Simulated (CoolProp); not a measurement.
Vapour-liquid equilibrium of m-xylene (1) + o-xylene (2) at 379.2 K; x and y are mole fractions of (1).

Values from CoolProp's multi-fluid Helmholtz-energy mixture model, Zhou 2012 and Zhou 2012; pair parameters Bell 2016.

Task: Give the bubble pressure and the first vapour's composition at x = 0.125, 0.425, 0.5. Is there an azeotrope?

Result: x = 0.125: 0.3317 bar, y = 0.142; x = 0.425: 0.3490 bar, y = 0.465; x = 0.5: 0.3534 bar, y = 0.541. No azeotrope shows between x = 0.05 and 0.95.

The pair parameters rest on a limited set of measurements; away from them the model extrapolates.
